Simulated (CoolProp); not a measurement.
Vapour-liquid equilibrium of R125 (1) + R115 (2) at 3.92 bar; x and y are mole fractions of (1).

Model: multi-fluid Helmholtz-energy mixture model, Lemmon 2005 and Lemmon 2016; pair parameters Bell 2016, in CoolProp.

```
x     bubble temperature, mixture model (K)  bubble temperature, Raoult's law (K)  y, mixture model  y, Raoult's law
----  -------------------------------------  ------------------------------------  ----------------  ---------------
0.05                                  267.3                                 268.7             0.107            0.074
0.2                                   262.7                                 266.5             0.331            0.275
0.35                                  259.9                                 264.4             0.479            0.450
0.5                                   258.2                                 262.6             0.593            0.603
0.65                                  257.2                                 260.8             0.696            0.738
0.8                                   256.7                                 259.2             0.806            0.859
0.95                                  257.0                                 257.7             0.943            0.967
```

The largest gap from Raoult's law is -4.5 K in bubble temperature, at x = 0.35. y crosses x between x = 0.8 and 0.95: the model has an azeotrope there.

Pair parameters are fitted to limited data, so mixtures are less certain than the pure fluids.
